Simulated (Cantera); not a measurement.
# N2O furnace oxynitridation

A perfectly stirred reactor is fed with N₂O : O₂ = 0.65 : 0.066 (molar parts), at 1.00 atm; it is held at 1350 K, and followed from long to short residence time.

Computed with Cantera and GRI-Mech 3.0 (53 species, 325 reactions). GRI-Mech 3.0 was tuned for natural gas; its chemistry of N2O as a main component is partial and can be far from experiment. The mechanism lacks the step 2 NO + O2 → 2 NO2, which can matter for NO2 below about 1400 K. The temperature is held fixed by assumption; the heat of reaction is taken as removed at once.

| τ (s) | x N₂O | x O₂ | x O | x NO | x NO₂ | x N₂ |
|---|---|---|---|---|---|---|
| 7.4 | 0.0188 | 0.352 | 2.65e-6 | 0.0341 | 0.000310 | 0.594 |
| 2.2 | 0.0548 | 0.334 | 4.38e-6 | 0.0490 | 0.000435 | 0.562 |
| 0.65 | 0.146 | 0.300 | 6.84e-6 | 0.0601 | 0.000524 | 0.494 |
| 0.19 | 0.331 | 0.244 | 9.64e-6 | 0.0563 | 0.000483 | 0.368 |
| 0.057 | 0.578 | 0.177 | 1.18e-5 | 0.0361 | 0.000301 | 0.209 |
| 0.017 | 0.771 | 0.127 | 1.29e-5 | 0.0158 | 0.000122 | 0.0864 |
| 0.0050 | 0.862 | 0.104 | 1.34e-5 | 0.00536 | 3.33e-5 | 0.0288 |
x: mole fraction; the columns are a selection and need not sum to one.
